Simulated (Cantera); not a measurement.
An isothermal, constant-pressure homogeneous reactor starts with C2H6 : N2 = 1 : 2.7 (molar parts), at 1950 K and 100000 Pa. Integrator tolerance rtol = 1e-08.

Cantera simulation using GRI-Mech 3.0 (53 species, 325 reactions); the numbers are that mechanism's predictions, not measurements. GRI-Mech 3.0 stops at C3 and has no aromatics, soot or wall deposition, so with more carbon than oxygen in the feed, carbon stays in small species such as C2H2 where larger ones or solid carbon would form.

Problem. What does this change do: N2 2.7 to 1.1 parts?

Solution. 
```json
[
 {"quantity": "x(C2H6) at 10.0 s", "before": "1.18e-7 (gas-phase equilibrium 7.17e-8)", "after": "3.16e-7 (gas-phase equilibrium 2.34e-7)"},
 {"quantity": "x(HCN) at 10.0 s", "before": "0.000927 (gas-phase equilibrium 0.138)", "after": "0.000622 (gas-phase equilibrium 0.128)"},
 {"quantity": "x(CH2) at 10.0 s", "before": "1.69e-7 (gas-phase equilibrium 1.32e-7)", "after": "2.35e-7 (gas-phase equilibrium 2.02e-7)"},
 {"quantity": "x(C2H) at 10.0 s", "before": "5.34e-6 (gas-phase equilibrium 3.24e-6)", "after": "6.30e-6 (gas-phase equilibrium 4.65e-6)"},
 {"quantity": "x(C2H4) at 10.0 s", "before": "0.000540 (gas-phase equilibrium 0.000328)", "after": "0.00104 (gas-phase equilibrium 0.000770)"},
 {"quantity": "x(C2H2) at 10.0 s", "before": "0.174 (gas-phase equilibrium 0.105)", "after": "0.242 (gas-phase equilibrium 0.178)"}
]
```
